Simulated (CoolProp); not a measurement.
Computed with CoolProp (reference Helmholtz-energy equation of state, Lemmon 2003). It is a pseudo-pure fit of the blend.

**Question.** For R407C, give the phase and the density (kg/m³), cv (kJ/(kg K)) at 42.55 °C and 0.49 MPa.

**Answer.** 
- 42.55 °C and 0.49 MPa: gas; density 17.2, cv 0.785
